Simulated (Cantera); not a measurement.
A perfectly stirred reactor is fed with NO : N₂ = 1 : 7.9 (molar parts), at 1.00 bar; it is held at 1900 K, and followed from long to short residence time.

Detailed kinetics in Cantera: GRI-Mech 3.0 (53 species, 325 reactions).

What does this change do: 0.06 parts H2O added?


```tsv
quantity	before	after
x(NO) at τ = 0.400 s	0.106	0.105
x(NO₂) at τ = 0.400 s	3.23e-5	2.79e-5
x(O) at τ = 0.400 s	2.10e-5	1.83e-5
x(N₂O) at τ = 0.400 s	5.10e-6	4.66e-6
x(N₂) at τ = 0.400 s	0.891	0.885
x(NO) at τ = 11.0 ms	0.112	0.111
x(NO₂) at τ = 11.0 ms	1.81e-5	7.27e-6
x(O) at τ = 11.0 ms	1.14e-5	4.51e-6
x(N₂O) at τ = 11.0 ms	5.34e-6	4.83e-6
x(N₂) at τ = 11.0 ms	0.888	0.882
```

What does this change do: pressure from 1.00 bar to 0.0660 bar?


| quantity | before | after |
|---|---|---|
| x(NO) at τ = 0.400 s | 0.106 | 0.112 |
| x(NO₂) at τ = 0.400 s | 3.23e-5 | 4.81e-6 |
| x(O) at τ = 0.400 s | 2.10e-5 | 5.11e-5 |
| x(N₂O) at τ = 0.400 s | 5.10e-6 | 5.15e-6 |
| x(N₂) at τ = 0.400 s | 0.891 | 0.888 |
| x(NO) at τ = 11.0 ms | 0.112 | 0.112 |
| x(NO₂) at τ = 11.0 ms | 1.81e-5 | 5.90e-7 |
| x(O) at τ = 11.0 ms | 1.14e-5 | 6.54e-6 |
| x(N₂O) at τ = 11.0 ms | 5.34e-6 | 2.61e-6 |
| x(N₂) at τ = 11.0 ms | 0.888 | 0.888 |
